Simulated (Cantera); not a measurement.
Predominance diagram of Ca at 725 K against the partial pressures of O2 and F2 (log10, bar). Cantera with NASA thermochemical tables; ideal gases at 1 bar, condensed phases pure. Candidates: Ca(s), CaF2(s), CaO(s). Only these pure phases compete in this equilibrium. Not in the tables: oxide halides.

**Question.** Which phase is stable at these pairs, and which metal-bearing vapour leads over it? (-22.8, -41.8); (-4.3, -12.9); (-1.6, -25.7); (-30.7, -41.8); (-9.6, -32.1); (-12.2, -35.4); (-36, -22.5)

**Answer.** 
```tsv
log p(O2)	log p(F2)	phase	chief vapour	log p (bar)
-22.8	-41.8	CaF2(s)	CaF2	-21.4
-4.3	-12.9	CaF2(s)	CaF2	-21.4
-1.6	-25.7	CaF2(s)	CaF2	-21.4
-30.7	-41.8	CaF2(s)	CaF2	-21.4
-9.6	-32.1	CaF2(s)	CaF2	-21.4
-12.2	-35.4	CaF2(s)	CaF2	-21.4
-36	-22.5	CaF2(s)	CaF2	-21.4
```
